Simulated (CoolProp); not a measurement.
Vapour-liquid equilibrium of isobutane (1) + isobutene (2) at 1.41 bar; x and y are mole fractions of (1).

Computed with CoolProp (multi-fluid Helmholtz-energy mixture model, Bücker 2006 and Lemmon 2005; pair parameters Bell 2016).

### Question
Give the bubble temperature and the first vapour's composition at x = 0.05, 0.35, 0.65. Is there an azeotrope?

### Answer
x = 0.05: 1.4 °C, y = 0.062; x = 0.35: -0.4 °C, y = 0.392; x = 0.65: -1.8 °C, y = 0.682. No azeotrope shows between x = 0.05 and 0.95.

The pair parameters rest on a limited set of measurements; away from them the model extrapolates.
